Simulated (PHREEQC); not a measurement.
Solution (25 °C): 0.044 mol/kgw H3PO4 and 0.00081 mol/kgw NaOH. Closed to the air; pH follows from the charge balance.

The numbers come from PHREEQC with the ion-association model, wateq4f.dat.

Each row changes one thing in this solution. No solid was allowed to form.

```csv
case,pH,ionic strength (mol/kgw),H3PO4 (mol/kgw),H2PO4- (mol/kgw),HPO4-2 (mol/kgw),NaHPO4- (mol/kgw)
as made,1.87,0.0159,0.0281,0.0159,1.05e-7,1.02e-10
temperature from 25 to 5 °C,1.82,0.0175,0.0265,0.0175,9.35e-8,8.96e-11
NaOH from 0.00081 to 0.00162 mol/kgw,1.88,0.0163,0.0277,0.0163,1.12e-7,2.14e-10
0.016 mol/kgw Na2SO4 added,1.97,0.0545,0.0248,0.0192,2.00e-7,5.63e-9
NaOH from 0.00081 to 0.000891 mol/kgw,1.87,0.0160,0.0280,0.0160,1.06e-7,1.12e-10
NaOH from 0.00081 to 0.0081 mol/kgw,2.00,0.0193,0.0247,0.0193,1.79e-7,1.66e-9
NaOH from 0.00081 to 0.000405 mol/kgw,1.86,0.0158,0.0282,0.0158,1.03e-7,4.95e-11
H3PO4 from 0.044 to 0.022 mol/kgw,2.06,0.0103,0.0117,0.0103,1.00e-7,1.05e-10
0.026 mol/kgw Cs2CO3 added,5.75,0.0555,8.71e-6,0.0413,0.00266,1.87e-6
```

H3PO4, which wateq4f.dat lacks, is added to it with the constant of phreeqc.dat. At this temperature some constants are extrapolated from 25 °C, and those without enthalpy data are left unchanged.
